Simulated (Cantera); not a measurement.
An adiabatic, constant-volume homogeneous reactor starts with CH4 : C2H6 : O2 : N2 : H2O = 1 : 0.055 : 2.85 : 10.7 : 3.7 (molar parts), equivalence ratio 0.77, at 1700 K and 1650 Torr.

Model: GRI-Mech 3.0 (53 species, 325 reactions), integrated in Cantera.

One state of this run: T (K) = 2719; P (bar) = 3.61; x CH4 = <1e-12; x C2H6 = <1e-12; x O2 = 0.0382; x CO2 = 0.0459; x C2H = <1e-12. x: mole fraction; the columns are a selection and need not sum to one.

Question: Which value of t (s) does it belong to?
(A) 0.000899
(B) 4.45e-5
(C) 1.63e-5
(D) 6.00e-6

Answer: A, 0.000899
